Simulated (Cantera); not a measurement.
Input (Python, Cantera) and output of one run.

```python
import numpy as np
import cantera as ct

gas_names = """
    CL CL2 H HCL H2 Si SiCL SiCL2 SiCL3 SiCL4 SiH SiHCL3 SiH2 SiH2CL2 SiH3 SiH3CL SiH4 Si2 Si3
""".split()
cond_names = """
    Si(cr) Si(L)
""".split()


def load(file, names, dense=False):
    # The tables refer to 1 bar. Condensed volumes are neglected.
    table = {s.name: s for s in ct.Species.list_from_file(file)}
    out = []
    for n in names:
        d = dict(table[n].input_data)
        d["thermo"] = dict(d["thermo"], **{"reference-pressure": 1e5})
        if dense:
            d["equation-of-state"] = {"model": "constant-volume", "density": "1e6 g/cm^3"}
        out.append(ct.Species.from_dict(d))
    return out


gas = ct.Solution(thermo="ideal-gas", species=load("nasa_gas.yaml", gas_names))
cond = {s.name: ct.Solution(thermo="fixed-stoichiometry", species=[s], name=s.name)
        for s in load("nasa_condensed.yaml", cond_names, dense=True)}
atoms = {
    'SiCl4': {'Si': 1, 'CL': 4},
    'HCl': {'H': 1, 'CL': 1},
    'H2': {'H': 2},
}
top_T = {}  # K; cautious upper limits of use, not melting points


def equilibrate(T, P, feed):
    n = {}
    for name, mol in feed.items():
        for a, k in atoms[name].items():
            n[a] = n.get(a, 0.0) + k * mol
    gas.TPX = T, P, n
    mass = sum(n.values()) * gas.mean_molecular_weight
    gas.equilibrate("TP")
    valid = [c for c in cond.values() if c.min_temp <= T <= top_T.get(c.name, c.max_temp)]
    mix = ct.Mixture([(gas, mass / gas.mean_molecular_weight)] + [(c, 0.0) for c in valid])
    mix.T, mix.P = T, P
    mix.equilibrate("TP", solver="vcs", rtol=1e-11, max_steps=5000)
    return mix


results = []
feed = {'SiCl4': 1, 'HCl': 0.11, 'H2': 420}  # mol
P = 100000  # Pa
for T in [1498, 1648, 1798, 1948, 2098, 2248, 2398, 2548]:
    mix = equilibrate(T, P, feed)
    results.append((T, P, feed, dict(zip(mix.species_names, mix.species_moles))))

top = {s: max(r[3][s] / sum(r[3][g] for g in gas_names) for r in results) for s in gas_names}
cols = sorted((s for s in top if top[s] > 1e-05), key=lambda s: -top[s])[:9]
seen = [c for c in cond_names if any(r[3].get(c, 0) > 1e-12 for r in results)]
print("log10 of partial pressures in bar; condensed amounts in mol")
print(f"{'T/K':>10s}" + "".join(f"{s[:9]:>10s}" for s in cols + seen))
for T, P, feed, n in results:
    ng = sum(n[g] for g in gas_names)
    print(f"{T:10.4g}" + "".join(f"{np.log10(max(n[s] / ng * P / 1e5, 1e-99)):10.3f}" for s in cols)
          + "".join(f"{n.get(c, 0):10.4g}" for c in seen))
```

Result:

```
log10 of partial pressures in bar; condensed amounts in mol
       T/K        H2         H       HCL        Si      SiH2       SiH     SiCL2        CL      SiCL    Si(cr)     Si(L)
      1498    -0.004    -4.767    -2.039    -7.998    -5.840    -7.491    -3.568    -6.895    -7.165     0.874         0
      1648    -0.004    -4.052    -2.040    -6.589    -5.076    -6.326    -3.526    -6.194    -6.262    0.8651         0
      1798    -0.004    -3.456    -2.037    -5.511    -4.534    -5.453    -3.577    -5.604    -5.603         0    0.8696
      1948    -0.005    -2.949    -2.033    -4.634    -4.111    -4.751    -3.655    -5.103    -5.080         0    0.8512
      2098    -0.006    -2.515    -2.032    -3.884    -3.749    -4.151    -3.726    -4.674    -4.635         0    0.7473
      2248    -0.008    -2.138    -2.033    -3.236    -3.438    -3.633    -3.793    -4.303    -4.254         0    0.3961
      2398    -0.012    -1.809    -2.032    -2.880    -3.379    -3.394    -4.057    -3.975    -4.129         0         0
      2548    -0.019    -1.519    -2.034    -2.804    -3.568    -3.422    -4.530    -3.687    -4.258         0         0
```

Equilibrium computed with Cantera from the NASA thermochemical tables; the gas is ideal and each condensed phase is pure. The tables' values for SiCl are old estimates; treat these amounts as uncertain. Gases not in the tables: Si2H6 and higher silanes.
